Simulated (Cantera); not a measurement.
Feed: 1 mol BN, 18 mol F2, 79 mol H2, at 823.15 K and 1.40e-5 bar.

Cantera equilibrium calculation (NASA polynomials, part measured and part estimated; ideal gas, pure solids and liquids). Candidate condensed phases: B, BN; 31 gas species. Rates play no part.

Base state: H2 0.644, HF 0.340, BF3 0.0103, N2 0.00515 (mole fractions); condensed: gas only.

Task: What changes in the equilibrium state with this change: BN replaced by Si3N4?

Result: 
```
species   before   after
-------  -------  ------
H2         0.644   0.698
HF         0.340   0.250
SiF4           0  0.0312
BF3       0.0103       0
N2       0.00515  0.0208
```
Further candidate phases: Si, Si3N4.
